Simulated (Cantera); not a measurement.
What does this Cantera script print?

```python
import numpy as np
import cantera as ct

gas_names = """
    F FO FO2 F2 F2O H HF HOF HO2 H2 H2F2 H2O H2O2 H3F3 H4F4 H5F5 H6F6 H7F7 Mg MgF MgF2 MgH MgO MgOH
    MgO2H2 Mg2 Mg2F4 O OH O2 O3
""".split()
cond_names = """
    H2O(s) H2O(L) Mg(cr) Mg(L) MgF2(s) MgF2(L) MgO(s) MgO(L) MgO2H2(s)
""".split()


# ... load() reads the species with a 1 bar reference pressure and builds the phases ...
atoms = {
    'MgF2': {'Mg': 1, 'F': 2},
    'H2O': {'H': 2, 'O': 1},
    'H2': {'H': 2},
}
top_T = {}  # K; cautious upper limits of use, not melting points


# ... equilibrate(T, P, feed) seeds the gas with the atoms and calls Mixture.equilibrate('TP', solver="vcs", rtol=1e-11, max_steps=5000) ...
results = []
P = 49  # Pa
for T in [975, 1075, 1175, 1275, 1375, 1475, 1575, 1675, 1775]:
    for m in [0.43, 0.53, 0.64, 0.79, 0.96, 1.2, 1.4, 1.8, 2.1]:
        feed = {'MgF2': 1, 'H2O': m, 'H2': 0.41}  # mol
        mix = equilibrate(T, P, feed)
        results.append((T, P, feed, dict(zip(mix.species_names, mix.species_moles))))

for T, P, feed, n in results:
    print(f"{T:7g} {feed['H2O']:10.4g}  " + (" + ".join(c for c in cond_names if n.get(c, 0) > 1e-12) or "gas only"))
```

It prints:

```
    975       0.43  MgF2(s) + MgO(s)
    975       0.53  MgF2(s) + MgO(s)
    975       0.64  MgF2(s) + MgO(s)
    975       0.79  MgF2(s) + MgO(s)
    975       0.96  MgF2(s) + MgO(s)
    975        1.2  MgF2(s) + MgO(s)
    975        1.4  MgF2(s) + MgO(s)
    975        1.8  MgF2(s) + MgO(s)
    975        2.1  MgF2(s) + MgO(s)
   1075       0.43  MgF2(s) + MgO(s)
   1075       0.53  MgF2(s) + MgO(s)
   1075       0.64  MgF2(s) + MgO(s)
   1075       0.79  MgF2(s) + MgO(s)
   1075       0.96  MgF2(s) + MgO(s)
   1075        1.2  MgF2(s) + MgO(s)
   1075        1.4  MgF2(s) + MgO(s)
   1075        1.8  MgF2(s) + MgO(s)
   1075        2.1  MgF2(s) + MgO(s)
   1175       0.43  MgF2(s) + MgO(s)
   1175       0.53  MgF2(s) + MgO(s)
   1175       0.64  MgF2(s) + MgO(s)
   1175       0.79  MgF2(s) + MgO(s)
   1175       0.96  MgF2(s) + MgO(s)
   1175        1.2  MgF2(s) + MgO(s)
   1175        1.4  MgF2(s) + MgO(s)
   1175        1.8  MgF2(s) + MgO(s)
   1175        2.1  MgO(s)
   1275       0.43  MgF2(s) + MgO(s)
   1275       0.53  MgF2(s) + MgO(s)
   1275       0.64  MgF2(s) + MgO(s)
   1275       0.79  MgF2(s) + MgO(s)
   1275       0.96  MgF2(s) + MgO(s)
   1275        1.2  MgF2(s) + MgO(s)
   1275        1.4  MgO(s)
   1275        1.8  MgO(s)
   1275        2.1  MgO(s)
   1375       0.43  MgF2(s) + MgO(s)
   1375       0.53  MgF2(s) + MgO(s)
   1375       0.64  MgF2(s) + MgO(s)
   1375       0.79  MgF2(s) + MgO(s)
   1375       0.96  MgF2(s) + MgO(s)
   1375        1.2  MgO(s)
   1375        1.4  MgO(s)
   1375        1.8  MgO(s)
   1375        2.1  MgO(s)
   1475       0.43  MgF2(s) + MgO(s)
   1475       0.53  MgF2(s) + MgO(s)
   1475       0.64  MgF2(s) + MgO(s)
   1475       0.79  MgF2(s) + MgO(s)
   1475       0.96  MgO(s)
   1475        1.2  MgO(s)
   1475        1.4  MgO(s)
   1475        1.8  MgO(s)
   1475        2.1  MgO(s)
   1575       0.43  MgO(s)
   1575       0.53  MgO(s)
   1575       0.64  MgO(s)
   1575       0.79  MgO(s)
   1575       0.96  MgO(s)
   1575        1.2  MgO(s)
   1575        1.4  MgO(s)
   1575        1.8  MgO(s)
   1575        2.1  MgO(s)
   1675       0.43  MgO(s)
   1675       0.53  MgO(s)
   1675       0.64  MgO(s)
   1675       0.79  MgO(s)
   1675       0.96  MgO(s)
   1675        1.2  MgO(s)
   1675        1.4  MgO(s)
   1675        1.8  MgO(s)
   1675        2.1  MgO(s)
   1775       0.43  MgO(s)
   1775       0.53  MgO(s)
   1775       0.64  MgO(s)
   1775       0.79  MgO(s)
   1775       0.96  MgO(s)
   1775        1.2  MgO(s)
   1775        1.4  MgO(s)
   1775        1.8  MgO(s)
   1775        2.1  MgO(s)
```

These are equilibrium values from Cantera (NASA tables, ideal gas, pure condensed phases), not measurements of a reactor. Mutual solubility and eutectic melting of coexisting phases are not modelled.
